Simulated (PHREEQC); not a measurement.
1 kg of water holding 3.3 mmol/kgw NaCl, 33 mmol/kgw KCl and 35 mmol/kgw MgCl2 is evaporated at 25 °C; the solids stay in contact with the brine. CO2 from the air is kept out. The run lets Bischofite, Brucite, Carnallite, Halite, Sylvite, MgCl2_4H2O precipitate or redissolve, and no other solid.

The series has 28 steps of water left (kg), from 1 to 0.002222.

Computed with PHREEQC (Pitzer model, pitzer.dat).

Task: Which solids form, in which order, and at which step of the series does each first stand?

Result: Sylvite from water left = 0.01627 kg; Carnallite from water left = 0.006587 kg; Halite from water left = 0.006587 kg.
